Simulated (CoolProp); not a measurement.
Vapour pressure (kPa) of carbon dioxide: the reference equation beside estimates from Tc = 304.1 K, pc = 7377 kPa, ω = 0.224. Clausius-Clapeyron is anchored at 253.6 K with a constant enthalpy of vaporisation of 12.39 kJ/mol.

Values from CoolProp's reference Helmholtz-energy equation of state, Span 1996.

| T (K) | reference | Lee-Kesler | Clausius-Clapeyron | van der Waals | Redlich-Kwong | Peng-Robinson |
|---|---|---|---|---|---|---|
| 227.8 | 820.6 | … | 1027 | 2071 | 1114 | 814.3 |
| 234.3 | 1048 | 1048 | 1231 | 2370 | … | 1039 |
| 240.7 | 1314 | 1312 | 1458 | 2690 | 1680 | 1302 |
| 247.2 | 1632 | 1629 | 1715 | 3043 | 2029 | 1618 |
| 253.6 | 1997 | 1991 | 1997 | 3416 | … | 1983 |
| 260.1 | … | 2417 | 2313 | … | 2864 | 2412 |
| 266.5 | 2910 | 2899 | 2654 | 4254 | 3353 | 2898 |
| 273 | … | 3457 | 3032 | … | 3904 | 3464 |
| 279.4 | 4098 | 4082 | 3435 | 5208 | … | 4097 |
| 285.9 | 4817 | 4803 | 3878 | 5734 | 5169 | 4824 |
| 292.3 | 5616 | 5606 | 4347 | 6283 | 5887 | 5629 |
| 298.8 | 6531 | 6529 | 4856 | 6871 | 6679 | 6546 |

Fill in the missing entries.


- 227.8, Lee-Kesler: 821.2
- 234.3, Redlich-Kwong: 1379
- 253.6, Redlich-Kwong: 2419
- 260.1, reference: 2426
- 260.1, van der Waals: 3824
- 273, reference: 3471
- 273, van der Waals: 4720
- 279.4, Redlich-Kwong: 4503

Absolute difference from the reference over all 12 rows, mean and median: Lee-Kesler 0.2 and 0.2 %, Clausius-Clapeyron 14.1 and 14.4 %, van der Waals 62.0 and 51.9 %, Redlich-Kwong 17.6 and 16.6 %, Peng-Robinson 0.5 and 0.5 %.
